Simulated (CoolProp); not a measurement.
A single-stage vapour-compression cycle with vinyl chloride: evaporating at 305.15 K (dew point), condensing at 348.15 K (bubble point), superheat 5 K, subcooling 5 K, compressor efficiency 0.9, no pressure losses. Each further row changes one setting.

Computed with CoolProp (reference Helmholtz-energy equation of state, Thol 2022).

```json
[
 {"case": "as stated", "cooling COP": "5.52", "pressure ratio": "2.89", "discharge temperature (K)": "372.5", "refrigerating effect (kJ/kg)": "260", "volumetric capacity (kJ/m³)": "3320"},
 {"case": "evaporating temperature 310.15 K", "cooling COP": "6.44", "pressure ratio": "2.51", "discharge temperature (K)": "369.8", "refrigerating effect (kJ/kg)": "263", "volumetric capacity (kJ/m³)": "[?]"},
 {"case": "condensing temperature 343.15 K", "cooling COP": "[?]", "pressure ratio": "2.59", "discharge temperature (K)": "365.7", "refrigerating effect (kJ/kg)": "268", "volumetric capacity (kJ/m³)": "3430"},
 {"case": "subcooling 10 K", "cooling COP": "5.69", "pressure ratio": "2.89", "discharge temperature (K)": "372.5", "refrigerating effect (kJ/kg)": "268", "volumetric capacity (kJ/m³)": "3430"},
 {"case": "superheat 15 K", "cooling COP": "5.49", "pressure ratio": "2.89", "discharge temperature (K)": "382.7", "refrigerating effect (kJ/kg)": "269", "volumetric capacity (kJ/m³)": "[?]"},
 {"case": "compressor efficiency 0.8", "cooling COP": "4.90", "pressure ratio": "2.89", "discharge temperature (K)": "377.6", "refrigerating effect (kJ/kg)": "260", "volumetric capacity (kJ/m³)": "3320"}
]
```

### Question
Fill in the missing entries.

### Answer

- evaporating temperature 310.15 K, volumetric capacity (kJ/m³): 3840
- condensing temperature 343.15 K, cooling COP: 6.38
- superheat 15 K, volumetric capacity (kJ/m³): 3310
